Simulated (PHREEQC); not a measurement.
Make-up at 5.1 °C: 65 mmol/kgw HCl, 3.9 mmol/kgw Al2(SO4)3 and 1.6 mmol/kgw MgSO4. Closed to the air; pH follows from the charge balance.

Computed with PHREEQC (ion-association model, wateq4f.dat).

Task: The ionic strength comes out as 0.0960 mol/kgw. What activity coefficients do Al+3, AlHSO4+2, Cl-, Al(SO4)2-, AlSO4+ get?

Result: Al+3 0.19, AlHSO4+2 0.39, Cl- 0.77, Al(SO4)2- 0.79, AlSO4+ 0.79.

This is a speciation only: nothing precipitates in the calculation. Complexes and solids missing from the database can't appear. Constants without temperature data keep their 25 °C values here.
